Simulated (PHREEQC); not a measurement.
0.048 g of hydrous ferric oxide (600 m²/g; 0.2 weak and 0.005 strong sites per Fe, Dzombak-Morel constants, diffuse double layer) in 1 kg of water with 0.001 mol/kgw of an inert sodium salt and 0.00059 mmol/kgw CaCl2, 0.2 mmol/kgw NaH2PO4 and 0.0058 mmol/kgw NaF, at 25 °C; the pH is set by adding NaOH or the inert anion's acid. Oxygen is held at 0.21 atm. CO2 from the air is kept out. No solid was allowed to form.

The series has 17 steps of pH, from 3 to 11.

Computed with PHREEQC (ion-association model, wateq4f.dat).

**Question.** Near which pH is half of the Ca sorbed, and on which side is more sorbed?

**Answer.** Near pH 7.3, with more sorbed at higher pH.

**Question.** At which pH does the surface charge pass through zero?

**Answer.** Near pH 5.5.

H3PO4, which wateq4f.dat lacks, is added to it with the constant of phreeqc.dat. The oxide is taken as insoluble; below pH 4 it would dissolve.
